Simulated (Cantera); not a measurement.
An isothermal, constant-pressure homogeneous reactor starts with NH3 : H2 = 1 : 1.4 (molar parts), at 1500 K and 1.01 bar. Integrator tolerance rtol = 1e-08.

Cantera simulation using the gas-phase N/H chemistry of the illustrative SiF4/NH3 mechanism in the Surface Chemkin manual (1991); the numbers are that mechanism's predictions, not measurements. Walls and surfaces, which speed up NH3 decomposition in real reactors, are not modelled.

Q: What does this change do: pressure from 1.01 bar to 0.0133 bar?

A: 
| quantity | before | after |
|---|---|---|
| x(NH3) at 20.0 s | 0.347 (gas-phase equilibrium 1.87e-5) | 0.409 (gas-phase equilibrium 2.46e-7) |
| x(H2) at 20.0 s | 0.628 (gas-phase equilibrium 0.853) | 0.588 (gas-phase equilibrium 0.853) |
| x(NH) at 20.0 s | 2.60e-8 (gas-phase equilibrium 1.45e-12) | 1.84e-7 (gas-phase equilibrium 1.45e-12) |
| x(N) at 20.0 s | 4.04e-10 (gas-phase equilibrium <1e-12) | 6.84e-9 (gas-phase equilibrium <1e-12) |
| x(NH2) at 20.0 s | 1.44e-5 (gas-phase equilibrium 7.86e-10) | 4.18e-5 (gas-phase equilibrium 9.01e-11) |

Q: What does this change do: pressure from 1.01 bar to 0.410 bar?

A: 
```json
[
 {"quantity": "x(NH3) at 20.0 s", "before": "0.347 (gas-phase equilibrium 1.87e-5)", "after": "0.361 (gas-phase equilibrium 7.56e-6)"},
 {"quantity": "x(H2) at 20.0 s", "before": "0.628 (gas-phase equilibrium 0.853)", "after": "0.619 (gas-phase equilibrium 0.853)"},
 {"quantity": "x(NH) at 20.0 s", "before": "2.60e-8 (gas-phase equilibrium 1.45e-12)", "after": "4.96e-8 (gas-phase equilibrium 1.45e-12)"},
 {"quantity": "x(N) at 20.0 s", "before": "4.04e-10 (gas-phase equilibrium <1e-12)", "after": "1.04e-9 (gas-phase equilibrium <1e-12)"},
 {"quantity": "x(NH2) at 20.0 s", "before": "1.44e-5 (gas-phase equilibrium 7.86e-10)", "after": "2.03e-5 (gas-phase equilibrium 5.00e-10)"}
]
```
